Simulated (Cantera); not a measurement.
Feed: 1 mol CH2F2, 0.072 mol HCl, 13 mol H2, at 2098.15 K and 1900 Pa.

Equilibrium computed with Cantera from the NASA thermochemical tables; the gas is ideal and each condensed phase is pure. Candidate condensed phases: C, C6H6, C7H8, C8H18; 118 gas species. Equilibrium is a limit: real reactors are often held back by kinetics, nucleation or transport.

Base state: H2 0.842, HF 0.131, H 0.0205, HCl 0.00464, C2H2 (acetylene) 0.00120, Cl 8.32e-5 (mole fractions); condensed: C(graphite).

**Question.** What changes in the equilibrium state with this change: CH2F2 replaced by CF4?

**Answer.** 
```tsv
species	before	after
H2	0.842	0.713
HF	0.131	0.263
H	0.0205	0.0189
C2H2 (acetylene)	0.00120	0.00102
Cl	8.32e-5	9.04e-5
HCl	0.00464	0.00464
C(graphite), mol	0.963	0.969
```

**Question.** What changes in the equilibrium state with this change: pressure from 1900 Pa to 6400 Pa?

**Answer.** 
```
species            before    after
----------------  -------  -------
H2                  0.842    0.851
HF                  0.131    0.132
H                  0.0205   0.0112
CH4               4.47e-6  1.54e-5
Cl                8.32e-5  4.57e-5
HCl               0.00464  0.00470
C2H2 (acetylene)  0.00120  0.00122
C(graphite), mol    0.963    0.963
```

**Question.** What changes in the equilibrium state with this change: temperature from 2098.15 K to 3223.15 K?

**Answer.** 
| species | before | after |
|---|---|---|
| H | 0.0205 | 0.772 |
| H2 | 0.842 | 0.127 |
| HF | 0.131 | 0.0745 |
| C2 | 1.25e-9 | 0.00196 |
| C | 1.20e-8 | 0.00676 |
| C(graphite), mol | 0.963 | 0 |
